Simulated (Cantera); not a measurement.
**Transport properties of process gases**

Gas mixture: C2H6 : H2 : NH3 = 0.51 : 0.95 : 0.17 (molar parts), at 2.00 bar, frozen composition.

Cantera's kinetic-theory transport with the Lennard-Jones parameters of GRI-Mech 3.0, ideal gas; thermal conductivity in the multicomponent form. Polar gases are described roughly by these parameters. The composition is frozen, though it would react at the higher temperatures.

| T (K) | ρ (kg/m³) | cp (J/kg/K) | μ (µPa s) | λ (mW/m/K) | Pr | D (cm²/s) H | D (cm²/s) CO2 | D (cm²/s) N2 |
|---|---|---|---|---|---|---|---|---|
| 400 | 0.743 | 3356 | 13.4 | 104 | 0.430 | 1.16 | 0.196 | 0.255 |
| 600 | 0.496 | 4025 | 18.7 | 154 | 0.490 | 2.37 | 0.411 | 0.520 |
| 800 | 0.372 | 4562 | 23.4 | 203 | 0.525 | 3.88 | 0.684 | 0.851 |
| 1000 | 0.297 | 5005 | 27.6 | 252 | 0.547 | 5.67 | 1.01 | 1.24 |
| 1200 | 0.248 | 5363 | 31.4 | 302 | 0.558 | 7.71 | 1.38 | 1.69 |
| 1400 | 0.212 | 5653 | 35.0 | 350 | 0.565 | 9.98 | 1.79 | 2.18 |
| 1600 | 0.186 | 5888 | 38.3 | 397 | 0.569 | 12.5 | 2.24 | 2.73 |
| 1800 | 0.165 | 6078 | 41.5 | 442 | 0.571 | 15.2 | 2.73 | 3.32 |
D: mixture-averaged diffusion coefficient of that species in the mixture.
